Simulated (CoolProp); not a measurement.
A single-stage vapour-compression cycle with R245ca: evaporating at 274.15 K (dew point), condensing at 303.15 K (bubble point), superheat 10 K, subcooling 0 K, compressor efficiency 0.85, no pressure losses. Each further row changes one setting.

Values from CoolProp's reference Helmholtz-energy equation of state, Zhou 2016.

```tsv
case	cooling COP	pressure ratio	discharge temperature (K)	refrigerating effect (kJ/kg)	volumetric capacity (kJ/m³)
as stated	7.24	3.39	314.9	187	385
evaporating temperature 279.15 K	9.09	2.68	314.2	191	490
condensing temperature 298.15 K	8.94	2.80	310.0	194	399
subcooling 5 K	7.51	3.39	314.9	194	399
superheat 20 K	7.31	3.39	325.0	195	389
compressor efficiency 0.75	6.39	3.39	318.5	187	385
```
